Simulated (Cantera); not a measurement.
An adiabatic, constant-volume homogeneous reactor starts with 1.57 % C3H8, 20.7 % O2, 77.7 % N2, equivalence ratio 0.38, at 1575 K and 12.0 bar.

Computed with Cantera and GRI-Mech 3.0 (53 species, 325 reactions). GRI-Mech 3.0 was tuned for natural gas; its chemistry of propane as a main component is partial and can be far from experiment. The pressure lies above the range GRI-Mech 3.0 was tuned for (to about 10 atm).

### Question
Predict: time of steepest temperature rise; temperature at 2.00 s; equilibrium temperature; x(O2) at 2.00 s.

### Answer
| Quantity | Value |
|---|---|
| time of steepest temperature rise | 8.32 µs |
| temperature at 2.00 s | 2534 K |
| equilibrium temperature | 2534 K |
| x(O2) at 2.00 s | 0.116 (gas-phase equilibrium 0.116) |
